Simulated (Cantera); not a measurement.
A freely propagating, adiabatic, planar premixed flame of H₂ : O₂ : N₂ = 1 : 0.192 : 0.723 (molar parts), unburnt at 375 K and 0.370 bar; mixture-averaged transport, grid criteria slope 0.08 and curve 0.16, no radiation.

Model: the H2/O2 subset of GRI-Mech 3.0, which has no nitrogen chemistry, integrated in Cantera. Burning velocities carry a grid error of a few per cent, more on coarse grids.

x: mole fraction of selected species; z is measured from the peak of heat release.

```json
[
 {"z (mm)": "-4.32", "T (K)": "375", "u (m/s)": "3.44", "x H₂": "0.522", "x O₂": "0.100", "x HO₂": "<1e-8", "x O": "<1e-8", "x OH": "<1e-8", "x H₂O": "<1e-8"},
 {"z (mm)": "-2.88", "T (K)": "375", "u (m/s)": "3.44", "x H₂": "0.522", "x O₂": "0.100", "x HO₂": "<1e-8", "x O": "<1e-8", "x OH": "<1e-8", "x H₂O": "<1e-8"},
 {"z (mm)": "-2.16", "T (K)": "375", "u (m/s)": "3.44", "x H₂": "0.522", "x O₂": "0.100", "x HO₂": "<1e-8", "x O": "<1e-8", "x OH": "<1e-8", "x H₂O": "<1e-8"},
 {"z (mm)": "-1.44", "T (K)": "375", "u (m/s)": "3.44", "x H₂": "0.522", "x O₂": "0.100", "x HO₂": "5.78e-8", "x O": "<1e-8", "x OH": "<1e-8", "x H₂O": "7.76e-8"},
 {"z (mm)": "-0.720", "T (K)": "401", "u (m/s)": "3.65", "x H₂": "0.519", "x O₂": "0.101", "x HO₂": "0.000155", "x O": "4.85e-6", "x OH": "___", "x H₂O": "0.000728"},
 {"z (mm)": "-0.360", "T (K)": "664", "u (m/s)": "5.90", "x H₂": "0.487", "x O₂": "0.0936", "x HO₂": "8.95e-5", "x O": "0.000148", "x OH": "___", "x H₂O": "0.0221"},
 {"z (mm)": "0", "T (K)": "1035", "u (m/s)": "8.96", "x H₂": "0.405", "x O₂": "0.0641", "x HO₂": "3.12e-5", "x O": "0.00145", "x OH": "___", "x H₂O": "0.0887"},
 {"z (mm)": "0.360", "T (K)": "1278", "u (m/s)": "11.0", "x H₂": "0.327", "x O₂": "0.0179", "x HO₂": "8.01e-6", "x O": "0.00156", "x OH": "___", "x H₂O": "0.177"},
 {"z (mm)": "0.720", "T (K)": "1378", "u (m/s)": "11.9", "x H₂": "0.307", "x O₂": "0.00283", "x HO₂": "1.20e-6", "x O": "0.000531", "x OH": "0.00116", "x H₂O": "0.207"},
 {"z (mm)": "1.44", "T (K)": "1469", "u (m/s)": "12.6", "x H₂": "0.310", "x O₂": "0.000161", "x HO₂": "6.48e-8", "x O": "0.000256", "x OH": "0.00125", "x H₂O": "0.213"},
 {"z (mm)": "2.88", "T (K)": "1564", "u (m/s)": "13.3", "x H₂": "0.319", "x O₂": "6.34e-5", "x HO₂": "2.58e-8", "x O": "0.000204", "x OH": "0.00135", "x H₂O": "0.215"},
 {"z (mm)": "5.76", "T (K)": "1660", "u (m/s)": "14.0", "x H₂": "0.328", "x O₂": "4.24e-5", "x HO₂": "1.75e-8", "x O": "0.000142", "x OH": "0.00132", "x H₂O": "0.217"},
 {"z (mm)": "11.5", "T (K)": "1744", "u (m/s)": "14.6", "x H₂": "0.336", "x O₂": "2.39e-5", "x HO₂": "1.06e-8", "x O": "8.22e-5", "x OH": "___", "x H₂O": "0.218"}
]
```

### Question
Fill in the missing entries.

### Answer

- -0.720, x OH: 4.64e-5
- -0.360, x OH: 0.000444
- 0, x OH: 0.000769
- 0.360, x OH: 0.00130
- 11.5, x OH: 0.00115
